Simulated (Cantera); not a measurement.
A closed system holds: 1 mol SiH₂Cl₂, 0.09 mol O₃, 16 mol N₂, held at 923.15 K and 1.00 Torr.

Method: chemical equilibrium by Gibbs-energy minimisation in Cantera with the NASA 1993 tables (ideal gas, pure condensed phases). Candidate condensed phases: H₂O, NH₄Cl, Si, SiO₂, Si₂N₂O, Si₃N₄; 47 gas species. N₂ is the only nitrogen source here; it is nearly inert below about 1500 K, so the nitride shown seldom forms there in practice. The numbers say what is thermodynamically allowed, not how fast it happens.

Base state: N₂ 0.893, HCl 0.0820, H₂ 0.0165, SiCl₄ 0.00826 (mole fractions); condensed: Si₂N₂O(s) + Si₃N₄(s).

### Question
What changes in the equilibrium state with this change: N₂ from 16 to 130 mol?

### Answer
```
species          before     after
--------------  -------  --------
N₂                0.893     0.985
HCl              0.0820    0.0126
H₂               0.0165   0.00133
SiCl₄           0.00826  0.000663
Si₂N₂O(s), mol    0.270     0.270
Si₃N₄(s), mol     0.105     0.124
```

### Question
What changes in the equilibrium state with this change: temperature from 923.15 K to 1348 K?

### Answer
```
species          before    after
--------------  -------  -------
N₂                0.893    0.889
HCl              0.0820   0.0780
H₂               0.0165   0.0179
SiCl₂           2.77e-7   0.0120
SiCl₄           0.00826  0.00151
Cl              4.14e-9  3.08e-5
SiCl₃           7.55e-6  0.00190
SiHCl₃          5.95e-6  1.97e-5
Si₂N₂O(s), mol    0.270    0.270
Si₃N₄(s), mol     0.105   0.0628
```
Mutual solubility and eutectic melting of coexisting phases are not modelled. The tables' values for SiCl₃ are old estimates; treat these amounts as uncertain.
